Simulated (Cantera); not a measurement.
Feed: 1 mol Si₃N₄, 3.1 mol HCl, at 0.160 bar.

Equilibrium computed with Cantera from the NASA thermochemical tables; the gas is ideal and each condensed phase is pure. Candidate condensed phases: NH₄Cl, Si, Si₃N₄; 28 gas species. Kinetics and transport are ignored.

Over these rows the condensed part is Si₃N₄(s). Partial pressures as log10 of bar:

```json
[
 {"T (K)": "1025", "1000/T (1/K)": "0.9756", "log p SiCl₂": "-6.55", "log p HCl": "-1.19", "log p H₂": "-1.28", "log p SiCl₄": "-1.59", "log p N₂": "-1.76"},
 {"T (K)": "1050", "1000/T (1/K)": "0.9524", "log p SiCl₂": "-6.21", "log p HCl": "-1.18", "log p H₂": "-1.29", "log p SiCl₄": "-1.59", "log p N₂": "-1.76"},
 {"T (K)": "1075", "1000/T (1/K)": "0.9302", "log p SiCl₂": "-5.88", "log p HCl": "-1.18", "log p H₂": "-1.29", "log p SiCl₄": "-1.60", "log p N₂": "-1.77"},
 {"T (K)": "1100", "1000/T (1/K)": "0.9091", "log p SiCl₂": "?", "log p HCl": "-1.17", "log p H₂": "-1.30", "log p SiCl₄": "-1.60", "log p N₂": "-1.77"},
 {"T (K)": "1125", "1000/T (1/K)": "0.8889", "log p SiCl₂": "-5.28", "log p HCl": "-1.17", "log p H₂": "-1.30", "log p SiCl₄": "-1.61", "log p N₂": "-1.77"},
 {"T (K)": "1150", "1000/T (1/K)": "0.8696", "log p SiCl₂": "-5.00", "log p HCl": "-1.16", "log p H₂": "-1.30", "log p SiCl₄": "-1.61", "log p N₂": "-1.78"}
]
```

Problem. Fit log p(SiCl₂) = a + b·(1000/T) to the five rows, give the apparent enthalpy, and predict the row at 1100 K.

Solution. Means: 1000/T = 0.9233, log p = -5.784. Sxy = -0.112559, Sxx = 0.0076968, so b = -14.62 and a = -5.784 − (-14.62)×0.9233 = 7.72.
Apparent enthalpy: −19.145 × (-14.62) = 280 kJ/mol. With the condensed phases at unit activity, 1/6 Si₃N₄(s) + 1/2 SiCl₄(g) = SiCl₂(g) + 1/3 N₂(g) links this pressure to the main gases: over the six rows their terms move log p by -0.00 in all, so the slope is close to that reaction's ΔH°. The five rows lie within 0.01 of the line.
Prediction at 1100 K: 7.72 + (-14.62)×0.9091 = -5.57. The computed value is -5.57, 0.00 from the line.
